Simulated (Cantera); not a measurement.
**Si + N₂O + N₂ (thermal oxidation and active oxidation of silicon)**

Feed: 1 mol Si, 0.26 mol N₂O, 7.4 mol N₂, equilibrated at 1200 K and 0.133 bar.

Method: chemical equilibrium by Gibbs-energy minimisation in Cantera with the NASA 1993 tables (ideal gas, pure condensed phases). Candidate condensed phases: Si, SiO₂, Si₂N₂O, Si₃N₄; 16 gas species. Mutual solubility and eutectic melting of coexisting phases are not modelled. Rates play no part.

The x(N₂) is 1.00. The n(Si₂N₂O(s)) comes out as 0.260 mol. The n(Si₃N₄(s)) is 0.160 mol. The gas amount comes out as 7.080 mol and the log10 activity of Si(s) (absent) is -4.45.
